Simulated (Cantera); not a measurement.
A perfectly stirred reactor is fed with 11.8 % CH4, 2.24 % H2, 16.5 % O2, 62.0 % N2, 7.44 % H2O, equivalence ratio 1.5, at 4.93 atm; it is adiabatic with a 550 K inlet, and is followed from long to short residence time, starting on the burning branch (τ in s: 0.024, 0.015, 0.0093, 0.0059, 0.0037, 0.0023, 0.0015, 0.00091, 0.00057, 0.00036, 0.00023, 0.00014, 9e-05).

Model: GRI-Mech 3.0 (53 species, 325 reactions), integrated in Cantera.

Predict: blow-out, bracketed by the residence times tried; x(CH4) at τ = 24.0 ms; x(H2) at τ = 24.0 ms; x(O2) at τ = 24.0 ms; x(C2H4) at τ = 24.0 ms; x(HCN) at τ = 24.0 ms; x(CH4) at τ = 1.50 ms; x(H2) at τ = 1.50 ms; x(O2) at τ = 1.50 ms; x(C2H4) at τ = 1.50 ms; x(HCN) at τ = 1.50 ms.


```json
{
 "blow_out_bracketed_by_the_residence_times_tried": "burning at 0.360 ms, out at 0.230 ms",
 "x(CH4) at τ = 24.0 ms": "0.00238",
 "x(H2) at τ = 24.0 ms": "0.0758",
 "x(O2) at τ = 24.0 ms": "0.000327",
 "x(C2H4) at τ = 24.0 ms": "1.14e-5",
 "x(HCN) at τ = 24.0 ms": "2.40e-5",
 "x(CH4) at τ = 1.50 ms": "0.00669",
 "x(H2) at τ = 1.50 ms": "0.0598",
 "x(O2) at τ = 1.50 ms": "0.00359",
 "x(C2H4) at τ = 1.50 ms": "0.000160",
 "x(HCN) at τ = 1.50 ms": "2.34e-5"
}
```
